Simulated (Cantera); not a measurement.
A perfectly stirred reactor is fed with 57.5 % CH4, 42.5 % CO2, at 2.00 bar; it is held at 1873 K, and followed from long to short residence time.

Detailed kinetics in Cantera: GRI-Mech 3.0 (53 species, 325 reactions).

### Question
Predict: x(CH4) at τ = 4.50 s; x(CO2) at τ = 4.50 s; x(C2H4) at τ = 4.50 s; x(H2O) at τ = 4.50 s; x(CH4) at τ = 41.0 ms; x(CO2) at τ = 41.0 ms; x(C2H4) at τ = 41.0 ms; x(H2O) at τ = 41.0 ms.

### Answer
| Item | Result |
|---|---|
| x(CH4) at τ = 4.50 s | 0.00690 |
| x(CO2) at τ = 4.50 s | 0.00157 |
| x(C2H4) at τ = 4.50 s | 0.000578 |
| x(H2O) at τ = 4.50 s | 0.00761 |
| x(CH4) at τ = 41.0 ms | 0.0381 |
| x(CO2) at τ = 41.0 ms | 0.0343 |
| x(C2H4) at τ = 41.0 ms | 0.00135 |
| x(H2O) at τ = 41.0 ms | 0.121 |
